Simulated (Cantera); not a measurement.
Mixture: 7.20 % CH₄, 15.0 % O₂, 77.8 % N₂, equivalence ratio 0.96, at 760 Torr, adiabatic and at constant pressure. Ignition delay is the time to a rise of 400 K.

Cantera simulation using GRI-Mech 3.0 (53 species, 325 reactions); the numbers are that mechanism's predictions, not measurements.

Problem. Predict: delay at 1200 K; delay at 1275 K; delay at 1350 K; delay at 1425 K; delay at 1500 K; apparent activation energy between 1350 and 1500 K.

Solution. 
| Item | Value |
|---|---|
| delay at 1200 K | 60.4 ms |
| delay at 1275 K | 21.5 ms |
| delay at 1350 K | 8.21 ms |
| delay at 1425 K | 3.37 ms |
| delay at 1500 K | 1.50 ms |
| apparent activation energy between 1350 and 1500 K | 190 kJ/mol |
